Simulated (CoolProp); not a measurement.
Vapour-liquid equilibrium of methanol (1) + isohexane (2) at 168.25 °C; x and y are mole fractions of (1).

Model: multi-fluid Helmholtz-energy mixture model, de Reuck 1993 and Lemmon 2006; pair parameters Bell 2016, in CoolProp.

| x | bubble pressure, mixture model (MPa) | bubble pressure, Raoult's law (MPa) | y, mixture model | y, Raoult's law |
|---|---|---|---|---|
| 0.05 | 1.482 | 1.299 | ? | 0.081 |
| 0.125 | 1.752 | 1.363 | ? | 0.194 |
| 0.2 | 1.958 | 1.427 | 0.369 | 0.296 |
| 0.275 | 2.116 | 1.492 | 0.435 | 0.390 |
| 0.35 | 2.237 | 1.556 | 0.488 | 0.476 |
| 0.425 | 2.327 | 1.621 | 0.535 | 0.555 |
| 0.5 | 2.391 | 1.685 | 0.578 | 0.628 |
| 0.575 | 2.432 | 1.750 | ? | 0.695 |
| 0.65 | 2.451 | 1.814 | 0.661 | 0.758 |
| 0.725 | 2.447 | 1.879 | ? | 0.816 |
| 0.8 | 2.415 | 1.943 | 0.760 | 0.871 |
| 0.875 | 2.347 | 2.008 | ? | 0.922 |
| 0.95 | 2.229 | 2.072 | 0.918 | 0.970 |

Problem. Fill in the missing entries.

Solution. 
- 0.05, y, mixture model: 0.143
- 0.125, y, mixture model: 0.279
- 0.575, y, mixture model: 0.619
- 0.725, y, mixture model: 0.706
- 0.875, y, mixture model: 0.827

The largest gap from Raoult's law is +43.8 % in bubble pressure, at x = 0.35. y crosses x between x = 0.65 and 0.725: the model has an azeotrope there.

Pair parameters are fitted to limited data, so mixtures are less certain than the pure fluids.
